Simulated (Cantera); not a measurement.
**Equilibrium for silicon oxide and oxynitride deposition: Si2H6 + O2**

Feed: 1 mol Si2H6, 4.5 mol O2, at 28.5 Torr.

Equilibrium computed with Cantera from the NASA thermochemical tables; the gas is ideal and each condensed phase is pure. Candidate condensed phases: H2O, Si, SiO2; 18 gas species. The feed counts by its element totals alone. The tables hold silica as quartz up to 1696 K and as liquid above; real silica turns to tridymite and cristobalite and melts near 1996 K. Gases not in the tables: Si(OH)4. Kinetics and transport are ignored.

```
T (K)  x H2O   x O2      x OH      x H2       x O       x H     x HO2    x H2O2  n SiO2(α-quartz)  n SiO2(β-quartz)
-----  -----  -----  --------  --------  --------  --------  --------  --------  ----------------  ----------------
548    0.750  0.250    <1e-12    <1e-12    <1e-12    <1e-12    <1e-12    <1e-12              2.00                 0
648    0.750  0.250  1.87e-11    <1e-12    <1e-12    <1e-12    <1e-12    <1e-12              2.00                 0
748    0.750  0.250   1.04e-9    <1e-12    <1e-12    <1e-12  5.90e-12  3.03e-12              2.00                 0
848    0.750  0.250   2.25e-8  3.25e-12  1.75e-12    <1e-12  7.33e-11  2.23e-11                 0              2.00
948    0.750  0.250   2.55e-7  1.31e-10  7.62e-11    <1e-12  5.35e-10  1.08e-10                 0              2.00
1048   0.750  0.250   1.82e-6   2.64e-9   1.62e-9  2.03e-12   2.68e-9  3.91e-10                 0              2.00
1148   0.750  0.250   9.27e-6   3.16e-8   2.04e-8  6.53e-11   1.01e-8   1.13e-9                 0              2.00
1248   0.750  0.250   3.63e-5   2.55e-7   1.71e-7   1.21e-9   3.10e-8   2.78e-9                 0              2.00
1348   0.750  0.250  0.000116   1.52e-6   1.05e-6   1.46e-8   8.03e-8   5.98e-9                 0              2.00
1448   0.750  0.250  0.000317   7.08e-6   5.00e-6   1.26e-7   1.83e-7   1.16e-8                 0              2.00
1548   0.749  0.250  0.000759   2.71e-5   1.96e-5   8.23e-7   3.74e-7   2.07e-8                 0              2.00
1648   0.749  0.249   0.00164   8.83e-5   6.49e-5   4.29e-6   7.00e-7   3.44e-8                 0              2.00
```
x: gas mole fraction; n: condensed amount in mol.

From 548 K to 748 K the condensed part is SiO2(α-quartz). From 848 K to 1648 K the condensed part is SiO2(β-quartz).
